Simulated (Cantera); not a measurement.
A Cantera script and what it prints.

```python
import numpy as np
import cantera as ct

gas_names = [...]  # 123 gases of nasa_gas.yaml made of C, H, O, Si
cond_names = """
    C(gr) C6H6(L) C7H8(L) C8H18(L),n-octa H2O(s) H2O(L) Si(cr) Si(L) SiC(b) SiO2(Lqz) SiO2(hqz) SiO2(L)
""".split()


# ... load() reads the species with a 1 bar reference pressure and builds the phases ...
atoms = {
    'SiC': {'Si': 1, 'C': 1},
    'H2O': {'H': 2, 'O': 1},
    'H2': {'H': 2},
    'O2': {'O': 2},
}
top_T = {'C(gr)': 4500, 'SiC(b)': 3050}  # K; cautious upper limits of use, not melting points


# ... equilibrate(T, P, feed) seeds the gas with the atoms and calls Mixture.equilibrate('TP', solver="vcs", rtol=1e-11, max_steps=5000) ...
results = []
feed = {'SiC': 1, 'H2O': 0.034, 'H2': 23, 'O2': 0.0043}  # mol
T = 1023  # K
P = 101325  # Pa
mix = equilibrate(T, P, feed)
results.append((T, P, feed, dict(zip(mix.species_names, mix.species_moles))))
print(gas.report(threshold=1e-05))
for i in range(1, mix.n_phases):
    print(f"{mix.phase(i).name:16s} {mix.phase_moles(i):12.5e} mol")
```

It prints:

```
       temperature   1023 K
          pressure   1.0132e+05 Pa
           density   0.02417 kg/m^3
  mean mol. weight   2.029 kg/kmol
   phase of matter   gas

                          1 kg             1 kmol
                     ---------------   ---------------
          enthalpy        1.0513e+07         2.133e+07  J
   internal energy        6.3206e+06        1.2824e+07  J
           entropy             82283        1.6695e+05  J/K
    Gibbs function       -7.3663e+07       -1.4946e+08  J
 heat capacity c_p             14941             30314  J/K
 heat capacity c_v             10843             22000  J/K

                      mass frac. Y      mole frac. X     chem. pot. / RT
                     ---------------   ---------------   ---------------
               CH4         0.0073185        0.00092559           -41.062
                H2           0.99268           0.99907            -17.55
     [ +121 minor]        3.6664e-07        3.0923e-08

C(gr)             0.00000e+00 mol
Si(cr)            0.00000e+00 mol
SiC(b)            9.78700e-01 mol
SiO2(hqz)         2.12999e-02 mol
```

These are equilibrium values from Cantera (NASA tables, ideal gas, pure condensed phases), not measurements of a reactor. Mutual solubility and eutectic melting of coexisting phases are not modelled.
